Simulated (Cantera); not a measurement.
Source: NASA polynomial tables (part measured, part estimated), evaluated in Cantera. Values are per mole of reaction as written; species without (g) are pure solids or liquids, kept so even where they would boil at 1 bar.

MgO + N(g) = Mg(g) + NO(g)

```tsv
T (K)	ΔH° (kJ)	ΔS° (J/K)	ΔG° (kJ)	log10 K
1673	[?]	[?]	[?]	[?]
1723	343.3	152.0	81.5	-2.47
1773	[?]	[?]	[?]	[?]
1823	341.5	150.9	66.3	-1.90
1873	340.6	150.4	58.8	-1.64
1923	[?]	[?]	[?]	[?]
1973	338.7	149.5	43.8	-1.16
```

**Question.** What belongs in the gaps?

**Answer.** 
- 1673, ΔH° (kJ): 344.3
- 1673, ΔS° (J/K): 152.5
- 1673, ΔG° (kJ): 89.1
- 1673, log10 K: -2.78
- 1773, ΔH° (kJ): 342.4
- 1773, ΔS° (J/K): 151.5
- 1773, ΔG° (kJ): 73.9
- 1773, log10 K: -2.18
- 1923, ΔH° (kJ): 339.6
- 1923, ΔS° (J/K): 150.0
- 1923, ΔG° (kJ): 51.3
- 1923, log10 K: -1.39
